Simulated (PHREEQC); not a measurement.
## Ultrapure water in contact with air or piping (model solution)

A made-up water analysis in mg/L, 60 °C, pH 5.62, pe 8:

```
constituent             mg/L
------------------  --------
Na                    0.0416
K                    0.00205
Ca                     0.262
Mg                  0.000574
Cl                     0.109
S(6) as SO4           0.0256
Alkalinity as HCO3     0.739
Si as SiO2            0.0234
Pb                  0.000356
Ni                    0.0079
Cu(2)               0.000333
F                   0.000768
N(5) as NO3         0.000809
```

Valence states are taken as typed.

Model: ion-association model, wateq4f.dat, run in PHREEQC.

Precipitation was switched off in this run.

Problem. Predict the charge-balance error.

Solution. charge-balance error -1.4 %.

Problem. In which forms is Pb present?

Solution. Pb+2 97 %, PbHCO3+ 1.1 %, PbOH+ 0.8 %, PbCO3 0.7 % of the Pb.

Complexes and solids missing from the database can't appear. Away from 25 °C the constants follow the database's enthalpies or fits; those with neither stay at their 25 °C values. SiF6-2 is the database's only silicon fluoride.
